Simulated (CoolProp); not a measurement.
C3F8 (R218) at 354.14 K and 8.11 MPa flows at 1.8 m/s in a round tube of 20 mm bore and 15 µm roughness, fully developed (64/Re and Nu = 3.66 if laminar; Colebrook and Gnielinski if turbulent). Each further row changes one setting.

Values from CoolProp's reference Helmholtz-energy equation of state, Lemmon 2006. It is a short technical equation, of lower accuracy than the large ones.

```csv
case,Reynolds number,Darcy friction factor,pressure drop (Pa/m),heat-transfer coefficient (W/(m² K)),mass flow (kg/h)
as stated,377000,___,1770,3460,2310
velocity 3.6 m/s,755000,0.0188,6930,___,4630
diameter 40 mm,755000,0.0165,758,3060,___
```

Task: Some entries are withheld; supply them.

Result: 
- as stated, Darcy friction factor: 0.0193
- velocity 3.6 m/s, heat-transfer coefficient (W/(m² K)): 6790
- diameter 40 mm, mass flow (kg/h): 9250

Viscosity comes from a separate model (Huber 2003), an estimate that may be off by 10 % or more. Thermal conductivity comes from a separate model (Huber 2003), an estimate that may be off by 10 % or more.
